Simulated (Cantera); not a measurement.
Input (Python, Cantera) and output of one run.

```python
import numpy as np
import cantera as ct

gas_names = """
    AL ALBr ALBr3 ALH ALO ALOH ALO2 ALO2H AL2 AL2Br6 AL2O AL2O2 Br Br2 H HALO HBr HO2 H2 H2O H2O2 O OH
    O2 O3
""".split()
cond_names = """
    AL(cr) AL(L) ALBr3(s) ALBr3(L) AL2O3(a) AL2O3(L) Br2(cr) Br2(L) H2O(s) H2O(L)
""".split()


# ... load() reads the species with a 1 bar reference pressure and builds the phases ...
atoms = {
    'Al2O3': {'AL': 2, 'O': 3},
    'Br2': {'Br': 2},
    'H2': {'H': 2},
}
top_T = {}  # K; cautious upper limits of use, not melting points


# ... equilibrate(T, P, feed) seeds the gas with the atoms and calls Mixture.equilibrate('TP', solver="vcs", rtol=1e-11, max_steps=5000) ...
results = []
feed = {'Al2O3': 1, 'Br2': 1.5, 'H2': 1.9}  # mol
P = 74000  # Pa
for T in [973, 1048, 1123, 1198, 1273, 1348, 1423, 1498, 1573, 1648]:
    mix = equilibrate(T, P, feed)
    results.append((T, P, feed, dict(zip(mix.species_names, mix.species_moles))))

top = {s: max(r[3][s] / sum(r[3][g] for g in gas_names) for r in results) for s in gas_names}
cols = sorted((s for s in top if top[s] > 0.001), key=lambda s: -top[s])[:9]
seen = [c for c in cond_names if any(r[3].get(c, 0) > 1e-12 for r in results)]
print("log10 of partial pressures in bar; condensed amounts in mol")
print(f"{'T/K':>10s}" + "".join(f"{s[:9]:>10s}" for s in cols + seen))
for T, P, feed, n in results:
    ng = sum(n[g] for g in gas_names)
    print(f"{T:10.4g}" + "".join(f"{np.log10(max(n[s] / ng * P / 1e5, 1e-99)):10.3f}" for s in cols)
          + "".join(f"{n.get(c, 0):10.4g}" for c in seen))
```

Output:

```
log10 of partial pressures in bar; condensed amounts in mol
       T/K       HBr        H2        Br       H2O     ALBr3  AL2O3(a)
       973    -0.185    -1.060    -5.290    -3.730    -3.906    0.9997
      1048    -0.186    -1.060    -4.706    -3.474    -3.650    0.9995
      1123    -0.186    -1.060    -4.199    -3.254    -3.431    0.9991
      1198    -0.186    -1.060    -3.755    -3.064    -3.240    0.9987
      1273    -0.187    -1.059    -3.363    -2.897    -3.073    0.9981
      1348    -0.188    -1.057    -3.015    -2.751    -2.927    0.9973
      1423    -0.190    -1.055    -2.705    -2.622    -2.798    0.9963
      1498    -0.193    -1.051    -2.427    -2.508    -2.684    0.9952
      1573    -0.196    -1.044    -2.178    -2.407    -2.583     0.994
      1648    -0.202    -1.034    -1.955    -2.319    -2.495    0.9926
```

Equilibrium computed with Cantera from the NASA thermochemical tables; the gas is ideal and each condensed phase is pure.
